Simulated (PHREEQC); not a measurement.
# Alkaline etch or developer: an equilibrium model

Consider water at 25 °C with 2.4 mmol/kgw KOH and 32 mmol/kgw (CH3)4NCl. Closed to the air; pH follows from the charge balance.

The numbers come from PHREEQC with the ion-association model, phreeqc.dat.

Precipitation was switched off in this run.

Problem. Predict the pH.

Solution. pH 11.30.

Species that the database lacks are ignored. (CH3)4N+ isn't in the database: it is added as a free cation with an ion size of 4 Å.
